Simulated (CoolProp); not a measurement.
The numbers come from the reference Helmholtz-energy equation of state, Lemmon 2006 in CoolProp. It is a short technical equation, of lower accuracy than the large ones.

Give the vapour pressure (MPa), vapour density (kg/m³), liquid cp (kJ/(kg K)), surface tension (mN/m) of saturated nitrous oxide at -46.65 °C.


| T (°C) | p (MPa) | vapour density (kg/m³) | liquid cp (kJ/(kg K)) | surface tension (mN/m) |
|---|---|---|---|---|
| -46.65 | 0.736 | 19.2 | 1.81 | 14.5 |

Surface tension comes from a separate correlation (Mulero 2012).
